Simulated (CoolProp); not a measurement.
n-nonane at 252.2 K and 5.35 MPa flows at 0.068 m/s in a round tube of 6 mm bore and 45 µm roughness, fully developed (64/Re and Nu = 3.66 if laminar; Colebrook and Gnielinski if turbulent). Each further row changes one setting.

The numbers come from the reference Helmholtz-energy equation of state, Lemmon 2006 in CoolProp. It is a short technical equation, of lower accuracy than the large ones.

```tsv
case	Reynolds number	Darcy friction factor	pressure drop (Pa/m)	heat-transfer coefficient (W/(m² K))	mass flow (kg/h)
as stated	?	?	91.5	87.2	?
velocity 0.136 m/s	406	0.158	183	87.2	10.4
diameter 12 mm	406	0.158	22.9	?	20.9
```

### Question
Complete the blanks.

### Answer

- as stated, Reynolds number: 203
- as stated, Darcy friction factor: 0.315
- as stated, mass flow (kg/h): 5.22
- diameter 12 mm, heat-transfer coefficient (W/(m² K)): 43.6

Viscosity comes from a separate model (Huber 2004). Thermal conductivity comes from a separate model (Huber 2005).
